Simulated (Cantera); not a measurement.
An isothermal, constant-pressure homogeneous reactor starts with NO : N₂ = 1 : 4.2 (molar parts), at 2125 K and 57.0 Torr.

Computed with Cantera and GRI-Mech 3.0 (53 species, 325 reactions).

x: mole fraction; the columns are a selection and need not sum to one.

| t (s) | x NO | x O | x NO₂ | x N₂ | x O₂ | x N₂O |
|---|---|---|---|---|---|---|
| 7.00e-5 | 0.192 | 5.43e-7 | 1.36e-9 | 0.808 | 7.41e-10 | 5.29e-7 |
| 0.000283 | 0.192 | 2.27e-6 | 1.90e-8 | 0.808 | 1.24e-8 | 2.05e-6 |
| 0.00114 | 0.192 | 1.03e-5 | 1.91e-7 | 0.808 | 2.21e-7 | 7.00e-6 |
| 0.00461 | 0.192 | (withheld) | (withheld) | 0.808 | (withheld) | (withheld) |
| 0.0186 | 0.192 | (withheld) | (withheld) | 0.808 | (withheld) | 1.78e-5 |
| 0.0752 | 0.189 | 0.000456 | 1.00e-5 | 0.809 | 0.00122 | 1.65e-5 |
| 0.304 | 0.177 | 0.000658 | 1.46e-5 | 0.815 | 0.00737 | 1.38e-5 |
| 1.23 | 0.119 | 0.00120 | 1.93e-5 | 0.844 | 0.0361 | 5.63e-6 |
| 4.95 | 0.0189 | 0.00177 | 4.70e-6 | 0.894 | 0.0857 | 2.27e-7 |
| 20.0 | 0.00749 | 0.00182 | 1.93e-6 | 0.899 | 0.0914 | 1.23e-7 |

Q: What belongs in the gaps?

A: 
- 0.00461, x O: 5.30e-5
- 0.00461, x NO₂: 1.28e-6
- 0.00461, x O₂: 4.60e-6
- 0.00461, x N₂O: 1.58e-5
- 0.0186, x O: 0.000228
- 0.0186, x NO₂: 5.39e-6
- 0.0186, x O₂: 9.84e-5
